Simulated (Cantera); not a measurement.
Feed: 1 mol SiH2Cl2, 55 mol H2, at 1750 K and 410 Pa.

Equilibrium computed with Cantera from the NASA thermochemical tables; the gas is ideal and each condensed phase is pure. Candidate condensed phases: Si; 19 gas species. The tables' values for SiCl are old estimates; treat these amounts as uncertain. Gases not in the tables: Si2H6 and higher silanes. Kinetics and transport are ignored.

Base state: H2 0.964, HCl 0.0290, H 0.00357, SiCl2 0.00290, Si 0.000366, Cl 8.28e-5, SiCl 8.14e-5, SiH 3.04e-5 (mole fractions); condensed: Si(l).

Task: What changes in the equilibrium state with this change: temperature from 1750 K to 1325 K?

Result: 
| species | before | after |
|---|---|---|
| H2 | 0.964 | 0.968 |
| HCl | 0.0290 | 0.0299 |
| SiCl2 | 0.00290 | 0.00253 |
| H | 0.00357 | 2.51e-5 |
| Si | 0.000366 | 2.30e-8 |
| SiH | 3.04e-5 | 1.05e-8 |
| SiCl | 8.14e-5 | 1.76e-7 |
| Si(l), mol | 0.805 | 0 |
| Si(s), mol | 0 | 0.853 |
The tables' values for SiCl3 are old estimates; treat these amounts as uncertain.

Task: What changes in the equilibrium state with this change: H2 from 55 to 810 mol?

Result: 
| species | before | after |
|---|---|---|
| H2 | 0.964 | 0.994 |
| H | 0.00357 | 0.00362 |
| HCl | 0.0290 | 0.00241 |
| SiCl2 | 0.00290 | 1.93e-5 |
| Si | 0.000366 | 0.000366 |
| Cl | 8.28e-5 | 6.76e-6 |
| SiCl | 8.14e-5 | 6.64e-6 |
| SiH2 | 2.01e-5 | 2.07e-5 |
| Si(l), mol | 0.805 | 0.635 |
